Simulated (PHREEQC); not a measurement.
Model water analysis in mg/L, 88 °C, pH 5.89, pe 9.9: Na 5.17; K 0.872; Ca 8.52; Mg 3.56; Cl 9.88; S(6) as SO4 7.35; Alkalinity as HCO3 32; B 0.00309; Li 0.00393; Zn 0.36.

Valence states are taken as typed.

Computed with PHREEQC (ion-association model, phreeqc.dat).

Question: The ionic strength comes out as 0.00137 mol/kgw. What activity coefficients do Ca+2, Na+, CaHCO3+, Zn+2, Cl- get?

Answer: Ca+2 0.83, Na+ 0.95, CaHCO3+ 0.95, Zn+2 0.83, Cl- 0.95.

Precipitation was switched off in this run. Species that the database lacks are ignored. Constants without temperature data keep their 25 °C values here.
